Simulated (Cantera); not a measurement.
An adiabatic, constant-volume homogeneous reactor starts with CH4 : O2 : N2 = 1 : 0.87 : 3.83 (molar parts), equivalence ratio 2.3, at 1625 K and 1000000 Pa.

Cantera simulation using GRI-Mech 3.0 (53 species, 325 reactions); the numbers are that mechanism's predictions, not measurements.

Task: Predict: time of steepest temperature rise; temperature at 1.00 s; equilibrium temperature; x(CH4) at 1.00 s; x(O2) at 1.00 s; x(NO) at 1.00 s; x(CH3) at 1.00 s.

Result: 
```json
{
  "time_of_steepest_temperature_rise": "89.8 µs",
  "temperature at 1.00 s": "2710 K",
  "equilibrium_temperature": "2710 K",
  "x(CH4) at 1.00 s": "5.80e-9 (gas-phase equilibrium 6.49e-9)",
  "x(O2) at 1.00 s": "2.98e-6 (gas-phase equilibrium 2.98e-6)",
  "x(NO) at 1.00 s": "0.000103 (gas-phase equilibrium 0.000103)",
  "x(CH3) at 1.00 s": "2.98e-9 (gas-phase equilibrium 3.34e-9)"
}
```
